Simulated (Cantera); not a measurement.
An isothermal, constant-pressure homogeneous reactor starts with C2H6 : H2 = 1 : 92 (molar parts), at 1625 K and 11000 Pa. Integrator tolerance rtol = 1e-08.

Detailed kinetics in Cantera: GRI-Mech 3.0 (53 species, 325 reactions). GRI-Mech 3.0 stops at C3 and has no aromatics, soot or wall deposition, so with more carbon than oxygen in the feed, carbon stays in small species such as C2H2 where larger ones or solid carbon would form.

What does this change do: H2 92 to 320 parts?


```csv
quantity,before,after
x(C2H6) at 10.0 s,5.67e-8 (gas-phase equilibrium 3.46e-8),1.54e-8 (gas-phase equilibrium 9.26e-9)
x(H2) at 10.0 s,0.987 (gas-phase equilibrium 0.988),0.996 (gas-phase equilibrium 0.996)
x(C2H2) at 10.0 s,0.00856 (gas-phase equilibrium 0.00919),0.00206 (gas-phase equilibrium 0.00242)
x(CH3) at 10.0 s,1.66e-5 (gas-phase equilibrium 1.11e-5),8.84e-6 (gas-phase equilibrium 5.72e-6)
x(C2H4) at 10.0 s,8.31e-5 (gas-phase equilibrium 8.89e-5),2.02e-5 (gas-phase equilibrium 2.36e-5)
```

What does this change do: pressure from 11000 Pa to 100000 Pa?


```json
[
 {"quantity": "x(C2H6) at 10.0 s", "before": "5.67e-8 (gas-phase equilibrium 3.46e-8)", "after": "1.05e-6 (gas-phase equilibrium 1.05e-6)"},
 {"quantity": "x(H2) at 10.0 s", "before": "0.987 (gas-phase equilibrium 0.988)", "after": "0.982 (gas-phase equilibrium 0.982)"},
 {"quantity": "x(C2H2) at 10.0 s", "before": "0.00856 (gas-phase equilibrium 0.00919)", "after": "0.00341 (gas-phase equilibrium 0.00341)"},
 {"quantity": "x(CH3) at 10.0 s", "before": "1.66e-5 (gas-phase equilibrium 1.11e-5)", "after": "2.02e-5 (gas-phase equilibrium 2.02e-5)"},
 {"quantity": "x(C2H4) at 10.0 s", "before": "8.31e-5 (gas-phase equilibrium 8.89e-5)", "after": "0.000298 (gas-phase equilibrium 0.000298)"}
]
```
